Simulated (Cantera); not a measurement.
What does this Cantera script print?

```python
import numpy as np
import cantera as ct

gas = ct.Solution("gri30.yaml")


def delay(T, t_max=10):
    gas.TPX = T, 940000, {'CH3OH': 1, 'O2': 1.07, 'N2': 4.03, 'H2O': 0.31}
    reactor = ct.IdealGasConstPressureReactor(gas, clone=False)
    net = ct.ReactorNet([reactor])
    net.rtol, net.atol = 1e-8, 1e-16
    while net.time < t_max:
        t_old, T_old = net.time, reactor.T
        net.step()
        if reactor.T > T + 400:  # ignition: a rise of 400 K
            return t_old + (T + 400 - T_old) / (reactor.T - T_old) * (net.time - t_old)
    return np.nan


taus = []
for T in [1173, 1223, 1273, 1323, 1373, 1423, 1473, 1523, 1573, 1623]:
    taus.append(delay(T))
    print(f"T0 = {T:6g} K   tau = {taus[-1]:.4e} s")
```

Result:

```
T0 =   1173 K   tau = 2.1051e-03 s
T0 =   1223 K   tau = 8.9868e-04 s
T0 =   1273 K   tau = 4.1208e-04 s
T0 =   1323 K   tau = 2.0182e-04 s
T0 =   1373 K   tau = 1.0507e-04 s
T0 =   1423 K   tau = 5.7909e-05 s
T0 =   1473 K   tau = 3.3640e-05 s
T0 =   1523 K   tau = 2.0502e-05 s
T0 =   1573 K   tau = 1.3045e-05 s
T0 =   1623 K   tau = 8.6222e-06 s
```

Model: GRI-Mech 3.0 (53 species, 325 reactions), integrated in Cantera. GRI-Mech 3.0 was tuned for natural gas; its chemistry of methanol as a main component is partial and can be far from experiment.
